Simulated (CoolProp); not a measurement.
Vapour-liquid equilibrium of 1-butene (1) + n-butane (2) at 364.4 K; x and y are mole fractions of (1).

Values from CoolProp's multi-fluid Helmholtz-energy mixture model, Lemmon 2005 and Bücker 2006; pair parameters Bell 2016.

Task: Give the bubble pressure and the first vapour's composition at x = 0.05, 0.2, 0.875. Is there an azeotrope?

Result: x = 0.05: 1293 kPa, y = 0.056; x = 0.2: 1329 kPa, y = 0.221; x = 0.875: 1484 kPa, y = 0.885. No azeotrope shows between x = 0.05 and 0.95.

Pair parameters are fitted to limited data, so mixtures are less certain than the pure fluids.
